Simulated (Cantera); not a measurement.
**B₂O₃ + H₂ (boron, boron nitride and boron oxide)**

A closed system holds: 1 mol B₂O₃, 1.2 mol H₂, equilibrated at 78.0 Pa.

Equilibrium computed with Cantera from the NASA thermochemical tables; the gas is ideal and each condensed phase is pure. Candidate condensed phases: B, B₂O₃, B₃O₃H₃, H₂O; 23 gas species. Kinetics and transport are ignored.

```json
[
 {"T (°C)": "477", "x H₂": "1.00", "x B₂O₃": "<1e-12", "x BO": "<1e-12", "x H": "1.13e-11", "x HBO₂": "8.96e-11", "x HBO": "3.00e-10", "x BO₂": "<1e-12", "x H₂O": "1.32e-8", "x B₂O₂": "<1e-12", "n B₂O₃(l)": "1.00"},
 {"T (°C)": "677", "x H₂": "1.000", "x B₂O₃": "3.44e-10", "x BO": "1.51e-12", "x H": "1.99e-8", "x HBO₂": "2.49e-7", "x HBO": "9.31e-7", "x BO₂": "<1e-12", "x H₂O": "6.40e-7", "x B₂O₂": "7.11e-11", "n B₂O₃(l)": "1.000"},
 {"T (°C)": "877", "x H₂": "1.000", "x B₂O₃": "2.13e-6", "x BO": "1.31e-8", "x H": "2.67e-6", "x HBO₂": "6.29e-5", "x HBO": "0.000101", "x BO₂": "1.31e-12", "x H₂O": "1.98e-5", "x B₂O₂": "2.65e-7", "n B₂O₃(l)": "1.000"},
 {"T (°C)": "1077", "x H₂": "0.993", "x B₂O₃": "0.000901", "x BO": "7.94e-6", "x H": "8.50e-5", "x HBO₂": "0.00264", "x HBO": "0.00281", "x BO₂": "4.60e-9", "x H₂O": "0.000181", "x B₂O₂": "9.30e-5", "n B₂O₃(l)": "0.996"},
 {"T (°C)": "1277", "x H₂": "0.849", "x B₂O₃": "0.0747", "x BO": "0.000836", "x H": "0.00104", "x HBO₂": "0.0394", "x HBO": "0.0281", "x BO₂": "2.00e-6", "x H₂O": "0.000876", "x B₂O₂": "0.00610", "n B₂O₃(l)": "0.844"},
 {"T (°C)": "1477", "x H₂": "0.461", "x B₂O₃": "0.348", "x BO": "0.0114", "x H": "0.00565", "x HBO₂": "0.101", "x HBO": "0.0492", "x BO₂": "8.81e-5", "x H₂O": "0.00194", "x B₂O₂": "0.0220", "n B₂O₃(l)": "0"},
 {"T (°C)": "1677", "x H₂": "0.420", "x B₂O₃": "0.308", "x BO": "0.0486", "x H": "0.0266", "x HBO₂": "0.124", "x HBO": "0.0503", "x BO₂": "0.000862", "x H₂O": "0.00480", "x B₂O₂": "0.0177", "n B₂O₃(l)": "0"},
 {"T (°C)": "1877", "x H₂": "0.337", "x B₂O₃": "0.238", "x BO": "0.123", "x H": "0.0877", "x HBO₂": "0.148", "x HBO": "0.0375", "x BO₂": "0.00600", "x H₂O": "0.0120", "x B₂O₂": "0.00920", "n B₂O₃(l)": "0"},
 {"T (°C)": "2077", "x H₂": "0.211", "x B₂O₃": "0.147", "x BO": "0.209", "x H": "0.205", "x HBO₂": "0.145", "x HBO": "0.0199", "x BO₂": "0.0292", "x H₂O": "0.0239", "x B₂O₂": "0.00329", "n B₂O₃(l)": "0"}
]
```
x: gas mole fraction; n: condensed amount in mol.

From 477 °C to 1277 °C the condensed part is B₂O₃(l). From 1477 °C to 2077 °C nothing is condensed.
